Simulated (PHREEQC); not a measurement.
A made-up water analysis in mg/L, 25 °C, pH 5.97, pe 9.9:

```tsv
constituent	mg/L
Na	1.53
K	1.09
Ca	6.55
Mg	1.14
Cl	3.64
S(6) as SO4	13.2
Alkalinity as HCO3	9.16
Cu(2)	0.00497
Ni	0.0435
F	0.00114
B	0.000963
Br	0.368
N(5) as NO3	0.109
```

Valence states are taken as typed.

Model: ion-association model, wateq4f.dat, run in PHREEQC.

This is a speciation only: nothing precipitates in the calculation.

Q: Predict the charge-balance error.

A: charge-balance error -1.7 %.

Q: In which forms is S present?

A: SO4-2 97 %, CaSO4 2.4 %, MgSO4 0.8 % of the S.

Real BF4- forms and hydrolyses slowly; the run takes it at equilibrium.
